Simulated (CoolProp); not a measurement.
Normal hydrogen at 293.15 K and 2.47 MPa flows at 0.34 m/s in a round tube of 100 mm bore and 0.25 µm roughness, fully developed (64/Re and Nu = 3.66 if laminar; Colebrook and Gnielinski if turbulent). Each further row changes one setting.

Model: reference Helmholtz-energy equation of state, Leachman 2009, in CoolProp.

| case | Reynolds number | Darcy friction factor | pressure drop (Pa/m) | heat-transfer coefficient (W/(m² K)) | mass flow (kg/h) |
|---|---|---|---|---|---|
| as stated | ? | 0.0331 | ? | ? | ? |
| velocity 0.68 m/s | 15500 | 0.0276 | ? | ? | ? |
| diameter 200 mm | 15500 | 0.0276 | 0.0160 | ? | 77.4 |

Problem. Complete the blanks.

Solution. 
- as stated, Reynolds number: 7770
- as stated, pressure drop (Pa/m): 0.0385
- as stated, heat-transfer coefficient (W/(m² K)): 43.4
- as stated, mass flow (kg/h): 19.4
- velocity 0.68 m/s, pressure drop (Pa/m): 0.128
- velocity 0.68 m/s, heat-transfer coefficient (W/(m² K)): 76.3
- velocity 0.68 m/s, mass flow (kg/h): 38.7
- diameter 200 mm, heat-transfer coefficient (W/(m² K)): 38.1

Viscosity comes from a separate model (Muzny 2013). Thermal conductivity comes from a separate model (Assael 2011).
